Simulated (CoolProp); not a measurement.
Vapour-liquid equilibrium of propylene (1) + benzene (2) at 331.1 K; x and y are mole fractions of (1).

The numbers come from the multi-fluid Helmholtz-energy mixture model, Lemmon 2013 and Thol 2012; pair parameters Bell 2016 in CoolProp.

Question: Give the bubble pressure and the first vapour's composition at x = 0.2, 0.35, 0.65. Is there an azeotrope?

Answer: x = 0.2: 6.366 bar, y = 0.925; x = 0.35: 9.953 bar, y = 0.954; x = 0.65: 15.88 bar, y = 0.976. No azeotrope shows between x = 0.05 and 0.95.

The pair parameters rest on a limited set of measurements; away from them the model extrapolates. The gap from Raoult's law changes sign with composition, which may be real or a fault of the pair parameters; it wasn't checked against measurements.
